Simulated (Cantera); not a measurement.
Input: 1 mol TiO₂, 1.9 mol C, 0.5 mol CO, equilibrated at 13300 Pa.

Equilibrium computed with Cantera from the NASA thermochemical tables; the gas is ideal and each condensed phase is pure. Candidate condensed phases: C, Ti, TiC, TiO, TiO₂, Ti₂O₃, Ti₃O₅, Ti₄O₇; 15 gas species. Mutual solubility and eutectic melting of coexisting phases are not modelled. TiC, TiO: taken at fixed stoichiometry. Condensed phases not in the tables: solid solutions among these carbides, nitrides and lower oxides. Kinetics and transport are ignored.

x: gas mole fraction; n: condensed amount in mol.

```tsv
T (K)	x CO	x CO₂	x TiO	x Ti	n TiC(s)	n Ti₂O₃(s)	n TiO(l)
1675	1.000	0.000121	2.35e-9	1.66e-11	0.560	0.220	0
1725	1.000	0.000118	9.00e-9	8.76e-11	0.560	0.220	0
1775	1.000	0.000116	3.18e-8	4.19e-10	0.560	0.220	0
1825	1.000	0.000114	1.05e-7	1.84e-9	0.560	0.220	0
1875	1.000	0.000111	3.23e-7	7.44e-9	0.560	0.220	0
1925	1.000	0.000109	?	?	0.560	0.220	0
1975	1.000	0.000108	2.57e-6	9.80e-8	0.560	0.220	0
2025	1.000	0.000106	6.70e-6	3.23e-7	0.560	0.220	0
2075	1.000	0.000104	?	?	0.450	0	0.550
2125	1.000	9.41e-5	3.30e-5	2.69e-6	0.450	0	0.550
```

### Question
Fill in the missing entries.

### Answer

- 2075, x TiO: 1.65e-5
- 2075, x Ti: 9.98e-7
- 1925, x TiO: 9.38e-7
- 1925, x Ti: 2.80e-8
